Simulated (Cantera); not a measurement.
# Equilibrium for silicon etching in halogen gases: Si + Cl2 + N2

Input: 1 mol Si, 2 mol Cl2, 31 mol N2, at 10.0 Torr.

Equilibrium computed with Cantera from the NASA thermochemical tables; the gas is ideal and each condensed phase is pure. Candidate condensed phases: Si, Si3N4; 13 gas species. The tables' values for SiCl3 are old estimates; treat these amounts as uncertain. Kinetics and transport are ignored.

```csv
T (K),x N2,x SiCl4,x Cl,x SiCl3,x SiCl2
798,0.969,0.0312,1.58e-9,2.41e-9,<1e-12
848,0.969,0.0312,9.62e-9,1.31e-8,<1e-12
898,0.969,0.0312,4.74e-8,5.92e-8,5.43e-12
948,0.969,0.0312,1.96e-7,2.31e-7,5.78e-11
998,0.969,0.0312,6.99e-7,7.90e-7,4.89e-10
1048,0.969,0.0312,2.20e-6,2.41e-6,3.40e-9
1098,0.969,0.0312,6.22e-6,6.65e-6,1.99e-8
1148,0.969,0.0312,1.61e-5,1.68e-5,9.99e-8
1198,0.969,0.0312,3.83e-5,3.92e-5,4.37e-7
1248,0.969,0.0312,8.54e-5,8.53e-5,1.69e-6
1298,0.969,0.0311,0.000180,0.000174,5.81e-6
1348,0.968,0.0309,0.000359,0.000333,1.80e-5
1398,0.968,0.0306,0.000688,0.000603,5.07e-5
1448,0.968,0.0300,0.00127,0.00103,0.000130
```
x: gas mole fraction; nothing condenses.

From 798 K to 1448 K nothing is condensed. The main Si-bearing gas is SiCl4 throughout.
